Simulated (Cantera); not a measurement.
Cantera run, input and output.

```python
import numpy as np
import cantera as ct

gas = ct.Solution("gri30.yaml")
gas.TPX = 1450, 770000, {'CO': 1, 'H2': 0.53, 'CH4': 0.032, 'O2': 1.38, 'N2': 9.81}
reactor = ct.IdealGasConstPressureReactor(gas, energy="on", clone=False)
net = ct.ReactorNet([reactor])
net.rtol, net.atol = 1e-08, 1e-16
show = ['CO', 'H2', 'CH4', 'CH2O', 'O2']
times = np.geomspace(2e-06, 0.8, 10)

steps = ct.SolutionArray(gas, extra=["t"])
rows = []
print(f"{'t/s':>10s}{'T/K':>9s}{'P/Pa':>11s}" + "".join(f"{s:>11s}" for s in show))
for t in times:
    while net.time < t:
        t_next = net.step()
        steps.append(gas.state, t=t_next)
    rows.append([np.interp(t, steps.t, y) for y in (steps.T, steps.P, *steps(*show).X.T)])
    print(f"{t:10.3e}{rows[-1][0]:9.1f}{rows[-1][1]:11.4g}" + "".join(f"{x:11.3e}" for x in rows[-1][2:]))
rate = np.gradient(steps.T, steps.t)
print("integrator steps:", len(steps.t))
if steps.T.max() > steps.T[0] + 200:
    print(f"time of steepest temperature rise: {steps.t[rate.argmax()]:.4e} s")
gas.TPX = 1450, 770000, {'CO': 1, 'H2': 0.53, 'CH4': 0.032, 'O2': 1.38, 'N2': 9.81}
gas.equilibrate("HP")
print(f"equilibrium (HP): T = {gas.T:.1f} K  " + "  ".join(f"{s} {gas[s].X[0]:.3e}" for s in show))
```

Output:

```
       t/s      T/K       P/Pa         CO         H2        CH4       CH2O         O2
 2.000e-06   1450.0    7.7e+05  7.842e-02  4.155e-02  2.508e-03  1.241e-08  1.082e-01
 8.385e-06   1803.3    7.7e+05  6.087e-02  2.465e-03  1.386e-08  5.469e-09  7.119e-02
 3.515e-05   2262.8    7.7e+05  1.176e-02  1.016e-03  9.208e-18  3.360e-11  4.954e-02
 1.474e-04   2357.4    7.7e+05  2.943e-03  2.774e-04  2.432e-19  2.423e-12  4.637e-02
 6.178e-04   2362.4    7.7e+05  2.401e-03  2.376e-04  1.791e-19  1.760e-12  4.608e-02
 2.590e-03   2360.8    7.7e+05  2.388e-03  2.366e-04  1.769e-19  1.743e-12  4.567e-02
 1.086e-02   2355.4    7.7e+05  2.348e-03  2.333e-04  1.698e-19  1.691e-12  4.435e-02
 4.552e-02   2348.1    7.7e+05  2.295e-03  2.291e-04  1.601e-19  1.623e-12  4.257e-02
 1.908e-01   2347.1    7.7e+05  2.288e-03  2.285e-04  1.588e-19  1.614e-12  4.233e-02
 8.000e-01   2347.1    7.7e+05  2.288e-03  2.285e-04  1.588e-19  1.614e-12  4.233e-02
integrator steps: 1475
time of steepest temperature rise: 6.2507e-06 s
equilibrium (HP): T = 2347.1 K  CO 2.288e-03  H2 2.285e-04  CH4 2.372e-19  CH2O 1.614e-12  O2 4.233e-02
```

Cantera simulation using GRI-Mech 3.0 (53 species, 325 reactions); the numbers are that mechanism's predictions, not measurements.
